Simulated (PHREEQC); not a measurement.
Solution (25 °C): 93 mmol/kgw HF, 7.2 mmol/kgw CsF and 19 mmol/kgw HCl. Closed to the air; pH follows from the charge balance.

All values are PHREEQC results (ion-association model, wateq4f.dat), not measurements.

Each row changes one thing in this solution. No solid was allowed to form.

```tsv
case	pH	ionic strength (mol/kgw)	HF (mol/kgw)	H2F2 (mol/kgw)	F- (mol/kgw)	HF2- (mol/kgw)
as made	1.84	0.0237	0.0693	0.0126	0.00372	0.000994
HF from 0.093 to 0.93 mol/kgw	(withheld)	0.0404	0.330	0.287	0.00940	0.0120
diluted 5-fold with water	2.33	0.00645	0.0159	0.000661	0.00250	0.000153
CsF replaced by Na2SiF6 at the same molality	1.71	0.0441	0.0659	0.0114	0.00280	0.000715
HF left out	1.96	0.0195	0.00650	0.000111	(withheld)	1.15e-5
temperature from 25 to 35 °C	1.84	0.0234	0.0746	(withheld)	0.00339	0.00104
diluted 2-fold with water	2.06	0.0133	0.0382	0.00382	0.00329	0.000484
```

Problem. What belongs in the gaps?

Solution. 
- HF from 0.093 to 0.93 mol/kgw, pH: 1.54
- HF left out, F- (mol/kgw): 0.000459
- temperature from 25 to 35 °C, H2F2 (mol/kgw): 0.0101

wateq4f.dat counts part of the HF as a dimer, H2F2, which phreeqc.dat doesn't know; its constant is uncertain. SiF6-2 is the database's only silicon fluoride.
